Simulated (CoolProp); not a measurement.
A single-stage vapour-compression cycle with the fluid: evaporating at 277.15 K (dew point), condensing at 312.15 K (bubble point), superheat 8 K, subcooling 2 K, compressor efficiency 0.6, no pressure losses. The same conditions are run with several fluids, on thermodynamics alone (safety and materials aside).

The numbers come from the reference Helmholtz-energy equation of state of each fluid (cyclopentane: Gedanitz 2015; chloromethane (R40): Thol 2014; fluoroethane (R161): Wu 2012; R410A: Lemmon 2003; propane: Lemmon 2009; isohexane: Lemmon 2006) in CoolProp. Blends and air are pseudo-pure fits.

Question: Rank cyclopentane, chloromethane (R40), fluoroethane (R161), R410A, propane, isohexane by cooling COP, highest first.

Answer: cyclopentane (4.36), isohexane (4.25), chloromethane (R40) (4.15), fluoroethane (R161) (4.03), propane (3.95), R410A (3.72)

```json
[
 {"fluid": "cyclopentane", "pressure ratio": "4.15", "discharge temperature (K)": "352.2", "refrigerating effect (kJ/kg)": "371", "volumetric capacity (kJ/m³)": "190"},
 {"fluid": "chloromethane (R40)", "pressure ratio": "2.85", "discharge temperature (K)": "386.3", "refrigerating effect (kJ/kg)": "352", "volumetric capacity (kJ/m³)": "2390"},
 {"fluid": "fluoroethane (R161)", "pressure ratio": "2.68", "discharge temperature (K)": "352.2", "refrigerating effect (kJ/kg)": "309", "volumetric capacity (kJ/m³)": "3450"},
 {"fluid": "R410A", "pressure ratio": "2.62", "discharge temperature (K)": "350.4", "refrigerating effect (kJ/kg)": "171", "volumetric capacity (kJ/m³)": "5610"},
 {"fluid": "propane", "pressure ratio": "2.50", "discharge temperature (K)": "337.3", "refrigerating effect (kJ/kg)": "295", "volumetric capacity (kJ/m³)": "3290"},
 {"fluid": "isohexane", "pressure ratio": "4.46", "discharge temperature (K)": "328.0", "refrigerating effect (kJ/kg)": "300", "volumetric capacity (kJ/m³)": "121"}
]
```
